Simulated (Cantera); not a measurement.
Input: 1 mol V₂O₃, 2.7 mol H₂, 83 mol N₂, held at 1.33 mbar.

Method: chemical equilibrium by Gibbs-energy minimisation in Cantera with the NASA 1993 tables (ideal gas, pure condensed phases). Candidate condensed phases: H₂O, V, VN, VO, V₂O₃, V₂O₄, V₂O₅; 28 gas species. Mutual solubility and eutectic melting of coexisting phases are not modelled. VN, VO: taken at fixed stoichiometry. Condensed phases not in the tables: the oxides between V₂O₃ and V₂O₅ other than VO₂, solid solutions among these carbides, nitrides and lower oxides, V₂N. Kinetics and transport are ignored.

log p: log10 of the partial pressure in bar; n: condensed amount in mol.

```tsv
T (°C)	log p N₂	log p H₂	log p H	log p VO₂	n VN(s)	n V₂O₃(s)	n VO(s)	n VO(l)
702	-2.89	-4.38	-11.13	<-14	0.00146	0.999	0	0
802	-2.89	-4.38	-10.02	<-14	0.00165	0.999	0	0
902	-2.89	-4.38	-9.10	-14.32	0.00180	0.999	0	0
1002	-2.89	-4.38	-8.32	-12.62	0.00193	0.999	0	0
1102	-2.89	-4.38	-7.65	-11.09	0	0.995	___	0
1202	-2.89	-4.38	-7.08	-9.72	0	0.991	___	0
1302	-2.89	-4.38	-6.57	-8.54	0	0.985	___	0
1402	-2.89	-4.38	-6.13	-7.50	0	0.975	___	0
1502	-2.89	-4.39	-5.73	-6.59	0	0.949	___	0
1602	-2.89	-4.41	-5.39	-5.78	0	0.843	___	0
1702	-2.89	-4.44	-5.08	-5.05	0	0.356	___	0
1802	-2.90	-4.48	-4.82	-4.83	0	0	___	0.621
```

Problem. Complete the blanks.

Solution. 
- 1102, n VO(s): 0.00921
- 1202, n VO(s): 0.0171
- 1302, n VO(s): 0.0292
- 1402, n VO(s): 0.0480
- 1502, n VO(s): 0.0835
- 1602, n VO(s): 0.190
- 1702, n VO(s): 0.623
- 1802, n VO(s): 0
